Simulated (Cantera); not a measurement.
**Ignition delay**

Mixture: 10.8 % CO, 5.16 % H2, 9.35 % CH4, 15.7 % O2, 59.0 % N2, equivalence ratio 1.7, at 1.00 bar, adiabatic and at constant pressure. Ignition delay is the time to a rise of 400 K.

Cantera simulation using GRI-Mech 3.0 (53 species, 325 reactions); the numbers are that mechanism's predictions, not measurements.

| T0 (K) | delay (ms) |
|---|---|
| 1400 | 0.557 |
| 1475 | 0.329 |
| 1550 | 0.205 |
| 1625 | 0.135 |
| 1700 | 0.0916 |

```json
{
  "apparent activation energy between 1550 and 1700 K": "120 kJ/mol"
}
```
